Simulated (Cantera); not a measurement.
What does this Cantera script print?

```python
import numpy as np
import cantera as ct

gas_names = """
    CL CL2 H HCL H2 Si SiCL SiCL2 SiCL3 SiCL4 SiH SiHCL3 SiH2 SiH2CL2 SiH3 SiH3CL SiH4 Si2 Si3
""".split()
cond_names = """
    Si(cr) Si(L)
""".split()


# ... load() reads the species with a 1 bar reference pressure and builds the phases ...
atoms = {
    'SiCl4': {'Si': 1, 'CL': 4},
    'H2': {'H': 2},
}
top_T = {}  # K; cautious upper limits of use, not melting points


# ... equilibrate(T, P, feed) seeds the gas with the atoms and calls Mixture.equilibrate('TP', solver="vcs", rtol=1e-11, max_steps=5000) ...
results = []
feed = {'SiCl4': 1, 'H2': 320}  # mol
P = 20000  # Pa
for T in [1823, 1873, 1923, 1973, 2023, 2073, 2123, 2173, 2223, 2273]:
    mix = equilibrate(T, P, feed)
    results.append((T, P, feed, dict(zip(mix.species_names, mix.species_moles))))

top = {s: max(r[3][s] / sum(r[3][g] for g in gas_names) for r in results) for s in gas_names}
cols = sorted((s for s in top if top[s] > 1e-06), key=lambda s: -top[s])[:5]
seen = [c for c in cond_names if any(r[3].get(c, 0) > 1e-12 for r in results)]
print("log10 of partial pressures in bar; condensed amounts in mol")
print(f"{'T/K':>10s}" + "".join(f"{s[:9]:>10s}" for s in cols + seen))
for T, P, feed, n in results:
    ng = sum(n[g] for g in gas_names)
    print(f"{T:10.4g}" + "".join(f"{np.log10(max(n[s] / ng * P / 1e5, 1e-99)):10.3f}" for s in cols)
          + "".join(f"{n.get(c, 0):10.4g}" for c in seen))
```

Result:

```
log10 of partial pressures in bar; condensed amounts in mol
       T/K        H2         H       HCL        Si     SiCL2     Si(L)
      1823    -0.705    -3.716    -2.635    -5.355    -4.089    0.8436
      1873    -0.705    -3.543    -2.634    -5.055    -4.115    0.8357
      1923    -0.705    -3.379    -2.633    -4.770    -4.141    0.8174
      1973    -0.706    -3.223    -2.632    -4.501    -4.166     0.783
      2023    -0.706    -3.075    -2.632    -4.245    -4.190    0.7235
      2073    -0.707    -2.934    -2.632    -4.001    -4.214    0.6255
      2123    -0.708    -2.799    -2.633    -3.770    -4.238    0.4688
      2173    -0.710    -2.671    -2.635    -3.548    -4.262    0.2237
      2223    -0.712    -2.549    -2.634    -3.398    -4.341         0
      2273    -0.714    -2.433    -2.631    -3.366    -4.522         0
```

Cantera equilibrium calculation (NASA polynomials, part measured and part estimated; ideal gas, pure solids and liquids). The tables' values for SiCl are old estimates; treat these amounts as uncertain. Gases not in the tables: Si2H6 and higher silanes.
